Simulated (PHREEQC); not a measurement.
A column of 0.5 m (40 cells, dispersivity 0.04 m, 3600 s a shift, diffusion coefficient 3e-10 m²/s) holds 0.0086 eq of the database's cation exchanger X per kg of pore water, first in equilibrium with 64 mmol/kgw MnCl2, 13 mmol/kgw MgCl2 and 0.01 mmol/kgw HCl. It is flushed with 0.01 mol/kgw BaCl2 and 1e-05 mol/kgw HCl, at 40 °C. Values are for the last cell. CO2 from the air is kept out. Precipitation was switched off in this run.

The series has 31 steps of pore volumes, from 0 to 3.013.

Equilibrium calculation in PHREEQC: ion-association model, phreeqc.dat.

Q: After how many pore volumes does Ba at the outlet first reach half of its feed value?

A: By 1.4 pore volumes.

Species that the database lacks are ignored. Away from 25 °C the constants follow the database's enthalpies or fits; those with neither stay at their 25 °C values.
